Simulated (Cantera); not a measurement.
Standard-state values (1 bar) from the NASA 1993 polynomials, evaluated with Cantera. Values are per mole of reaction as written; species without (g) are pure solids or liquids, kept so even where they would boil at 1 bar.

2 N₂(g) + 6 H₂S(g) + 3 Fe ⇌ 3 FeS₂ + 4 NH₃(g)

```csv
T (K),ΔH° (kJ),ΔS° (J/K),ΔG° (kJ),log10 K
300,?,?,?,?
375,?,?,?,?
400,-575.5,-770.5,-267.4,34.91
425,-575.4,-770.1,-248.1,30.49
450,-575.2,-769.6,-228.8,26.56
475,-574.9,-769.1,-209.6,23.05
500,?,?,?,?
525,-574.4,-768.0,-171.2,17.03
550,?,?,?,?
575,-573.7,-766.7,-132.8,12.07
600,-573.3,-766.1,-113.7,9.89
625,-573.0,-765.5,-94.5,7.90
```

Problem. What belongs in the gaps?

Solution. 
- 300, ΔH° (kJ): -575.4
- 300, ΔS° (J/K): -770.0
- 300, ΔG° (kJ): -344.4
- 300, log10 K: 59.97
- 375, ΔH° (kJ): -575.6
- 375, ΔS° (J/K): -770.7
- 375, ΔG° (kJ): -286.6
- 375, log10 K: 39.92
- 500, ΔH° (kJ): -574.7
- 500, ΔS° (J/K): -768.5
- 500, ΔG° (kJ): -190.4
- 500, log10 K: 19.89
- 550, ΔH° (kJ): -574.0
- 550, ΔS° (J/K): -767.3
- 550, ΔG° (kJ): -152.0
- 550, log10 K: 14.43
